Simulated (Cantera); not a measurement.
Feed: 1 mol SiH₄, 0.89 mol N₂, 0.88 mol H₂, held at 75.0 Torr.

Cantera equilibrium calculation (NASA polynomials, part measured and part estimated; ideal gas, pure solids and liquids). Candidate condensed phases: Si, Si₃N₄; 18 gas species. Kinetics and transport are ignored. All values below are at 1550 K.

Base state: H₂ 0.928, N₂ 0.0720, H 9.59e-5 (mole fractions); condensed: Si₃N₄(s).

**Question.** What changes in the equilibrium state with this change: pressure from 75.0 Torr to 0.120 Torr?

**Answer.** 
| species | before | after |
|---|---|---|
| H₂ | 0.928 | 0.762 |
| N₂ | 0.0720 | 0.236 |
| H | 9.59e-5 | 0.00217 |
| Si | 2.20e-8 | 0.000208 |
| Si₃N₄(s), mol | 0.333 | 0 |
| Si(s), mol | 0 | 0.999 |
